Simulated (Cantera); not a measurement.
A Cantera script and its output.

```python
import numpy as np
import cantera as ct

surf = ct.Interface("ptcombust.yaml", "Pt_surf")
gas = surf.adjacent["gas"]
gas.TPX = 300, 3200, {'H2': 0.036, 'O2': 0.11, 'N2': 0.79}
jet = ct.ImpingingJet(gas=gas, width=0.084, surface=surf)
jet.inlet.mdot, jet.inlet.T, jet.inlet.X = 0.11, 300, {'H2': 0.036, 'O2': 0.11, 'N2': 0.79}
jet.set_refine_criteria(ratio=10, slope=0.2, curve=0.3)
show, cover = ['H2', 'O2', 'H2O', 'OH'], ["PT(S)", "H(S)", "O(S)", "OH(S)", "CO(S)", "C(S)"]

rows = []
print(f"{'Ts/K':>7s}" + "".join(f"{s:>11s}" for s in show + cover) + "   (gas at the wall, coverages)")
for i, Ts in enumerate([700, 750, 800, 850, 900, 950, 1000, 1050]):
    jet.surface.T = Ts
    if i == 0:
        surf.TP = Ts, 3200
        surf.coverages = "PT(S):0.5, O(S):0.5"
        surf.advance_coverages(1.0)
        jet.set_initial_guess(products="inlet")
    jet.solve(loglevel=0, auto=(i == 0))
    rows.append([*(jet.X[gas.species_index(s), -1] for s in show), *surf[cover].coverages])
    print(f"{Ts:7g}" + "".join(f"{x:11.3e}" for x in rows[-1]))
```

It prints:

```
   Ts/K         H2         O2        H2O         OH      PT(S)       H(S)       O(S)      OH(S)      CO(S)       C(S)   (gas at the wall, coverages)
    700  5.268e-03  8.176e-02  6.434e-02  1.967e-10  1.201e-01  7.624e-09  8.770e-01  2.926e-03 -8.859e-23 -4.048e-27
    750  4.908e-03  8.146e-02  6.469e-02  1.265e-09  1.352e-01  1.405e-08  8.625e-01  2.243e-03 -3.530e-21 -8.003e-31
    800  4.167e-03  8.074e-02  6.580e-02  6.074e-09  1.685e-01  2.943e-08  8.297e-01  1.860e-03  6.241e-18  4.504e-26
    850  3.367e-03  7.997e-02  6.703e-02  2.318e-08  2.201e-01  6.484e-08  7.783e-01  1.612e-03  2.656e-19  7.723e-26
    900  2.744e-03  7.938e-02  6.794e-02  7.393e-08  2.834e-01  1.364e-07  7.152e-01  1.407e-03  1.038e-19  6.654e-27
    950  2.302e-03  7.899e-02  6.850e-02  2.074e-07  3.520e-01  2.654e-07  6.468e-01  1.221e-03  7.992e-20  6.972e-26
   1000  2.000e-03  7.937e-02  6.787e-02  5.162e-07  4.227e-01  4.779e-07  5.763e-01  1.046e-03  4.278e-17  3.963e-27
   1050  1.794e-03  7.900e-02  6.825e-02  1.179e-06  4.927e-01  8.139e-07  5.064e-01  8.980e-04  7.227e-19  1.755e-28
```

Model: Deutschmann's 1995 Pt surface mechanism with GRI-Mech 3.0 gas chemistry, integrated in Cantera. Catalytic surfaces can have several steady states; this one follows from the mechanism file's or the stated starting coverage.
